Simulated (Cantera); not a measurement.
What does this Cantera script print?

```python
import numpy as np
import cantera as ct

gas_names = """
    Cu CuO Cu2 H HO2 H2 H2O H2O2 O OH O2 O3
""".split()
cond_names = """
    Cu(cr) Cu(L) CuO(s) CuO2H2(s) Cu2O(s) Cu2O(L) H2O(s) H2O(L)
""".split()


# ... load() reads the species with a 1 bar reference pressure and builds the phases ...
atoms = {
    'Cu': {'Cu': 1},
    'H2O': {'H': 2, 'O': 1},
    'H2': {'H': 2},
}
top_T = {'CuO(s)': 1390}  # K; cautious upper limits of use, not melting points


# ... equilibrate(T, P, feed) seeds the gas with the atoms and calls Mixture.equilibrate('TP', solver="vcs", rtol=1e-11, max_steps=5000) ...
results = []
feed = {'Cu': 1, 'H2O': 8.2, 'H2': 55}  # mol
T = 1325  # K
P = 13332.2  # Pa
mix = equilibrate(T, P, feed)
results.append((T, P, feed, dict(zip(mix.species_names, mix.species_moles))))
print(gas.report(threshold=0.0001))
for i in range(1, mix.n_phases):
    print(f"{mix.phase(i).name:16s} {mix.phase_moles(i):12.5e} mol")
```

Output:

```
       temperature   1325 K
          pressure   13332 Pa
           density   0.004952 kg/m^3
  mean mol. weight   4.0919 kg/kmol
   phase of matter   gas

                          1 kg             1 kmol
                     ---------------   ---------------
          enthalpy        1.4097e+05        5.7686e+05  J
   internal energy       -2.5513e+06        -1.044e+07  J
           entropy             49847        2.0397e+05  J/K
    Gibbs function       -6.5906e+07       -2.6968e+08  J
 heat capacity c_p            8168.6             33425  J/K
 heat capacity c_v            6136.7             25111  J/K

                      mass frac. Y      mole frac. X     chem. pot. / RT
                     ---------------   ---------------   ---------------
                H2           0.42875           0.87025           -20.403
               H2O           0.57122           0.12975           -51.825
     [  +10 minor]        3.3789e-05        6.2941e-06

Cu(cr)            9.99867e-01 mol
CuO(s)            0.00000e+00 mol
CuO2H2(s)         0.00000e+00 mol
Cu2O(s)           0.00000e+00 mol
```

Method: chemical equilibrium by Gibbs-energy minimisation in Cantera with the NASA 1993 tables (ideal gas, pure condensed phases).
